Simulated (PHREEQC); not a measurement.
A column of 0.2 m (30 cells, dispersivity 0.016 m, 3600 s a shift, diffusion coefficient 3e-10 m²/s) holds 0.019 eq of the database's cation exchanger X per kg of pore water, first in equilibrium with 3.8 mmol/kgw MgSO4, 1 mmol/kgw MnCl2 and 0.01 mmol/kgw HCl. It is flushed with 1.2 mmol/kgw MgSO4, 14 mmol/kgw ZnCl2, 0.81 mmol/kgw LiCl and 0.01 mmol/kgw HCl, at 25 °C. Values are for the last cell. The system is closed to CO2. No solid was allowed to form.

The series has 31 steps of pore volumes, from 0 to 4.017.

Computed with PHREEQC (ion-association model, phreeqc.dat).

Question: After how many pore volumes does Zn at the outlet first reach half of its feed value?

Answer: By 1.6 pore volumes.

Question: After how many pore volumes does Li at the outlet first reach half of its feed value?

Answer: By 1.1 pore volumes.

Complexes and solids missing from the database can't appear.
